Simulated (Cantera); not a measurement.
A closed system holds: 1 mol H2S, 0.068 mol H2O, 0.27 mol H2, equilibrated at 1.00 Torr.

Method: chemical equilibrium by Gibbs-energy minimisation in Cantera with the NASA 1993 tables (ideal gas, pure condensed phases). Candidate condensed phases: H2O, H2SO4, S; 19 gas species. Rates play no part. All values below are at 1700 °C.

Base state: H2 0.643, S2 0.225, S 0.0345, H 0.0296, H2O 0.0260, SH 0.0256, SO 0.00826, H2S 0.00708 (mole fractions); condensed: gas only.

Problem. What changes in the equilibrium state with this change: H2O from 0.068 to 2.6 mol?

Solution. 
```csv
species,before,after
H2,0.643,0.458
H2O,0.0260,0.334
SO2,0.000675,0.0780
S2,0.225,0.0283
SO,0.00826,0.0529
SH,0.0256,0.00766
S,0.0345,0.0123
H,0.0296,0.0250
O2,6.73e-8,2.19e-5
O,3.85e-6,6.96e-5
OH,0.000114,0.00173
H2S,0.00708,0.00179
S2O,7.49e-5,0.000170
```
